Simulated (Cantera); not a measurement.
A closed system holds: 1 mol Pb, 13 mol CO2, 220 mol N2, at 1.00 Torr.

Equilibrium computed with Cantera from the NASA thermochemical tables; the gas is ideal and each condensed phase is pure. Candidate condensed phases: C, Pb, PbO, PbO2, Pb3O4; 27 gas species. The numbers say what is thermodynamically allowed, not how fast it happens.

x: gas mole fraction; nothing condenses.

| T (K) | x N2 | x CO2 | x CO | x O2 | x Pb | x NO | x O |
|---|---|---|---|---|---|---|---|
| 1098 | 0.940 | 0.0555 | 4.93e-5 | 1.52e-9 | 0.00422 | 7.75e-9 | 2.53e-12 |
| 1198 | 0.940 | 0.0555 | [?] | [?] | 0.00417 | [?] | [?] |
| 1298 | 0.940 | 0.0554 | 0.000183 | 1.49e-6 | 0.00410 | 1.14e-6 | 5.70e-9 |
| 1398 | 0.940 | 0.0552 | 0.000322 | 1.98e-5 | 0.00400 | 7.60e-6 | 1.12e-7 |
| 1498 | 0.940 | 0.0549 | 0.000628 | 0.000129 | 0.00394 | 3.29e-5 | 1.23e-6 |
| 1598 | 0.940 | 0.0542 | 0.00135 | 0.000456 | 0.00394 | 9.76e-5 | 8.28e-6 |
| 1698 | 0.939 | 0.0526 | [?] | [?] | 0.00397 | [?] | [?] |
| 1798 | 0.937 | 0.0498 | 0.00564 | 0.00237 | 0.00400 | 0.000478 | 0.000159 |
| 1898 | 0.935 | 0.0451 | 0.0102 | 0.00427 | 0.00402 | 0.000885 | 0.000525 |
| 1998 | 0.931 | 0.0384 | 0.0167 | 0.00675 | 0.00404 | 0.00148 | 0.00148 |

**Question.** What belongs in the gaps?

**Answer.** 
- 1698, x CO: 0.00286
- 1698, x O2: 0.00114
- 1698, x NO: 0.000232
- 1698, x O: 4.05e-5
- 1198, x CO: 0.000100
- 1198, x O2: 6.38e-8
- 1198, x NO: 1.16e-7
- 1198, x O: 1.66e-10
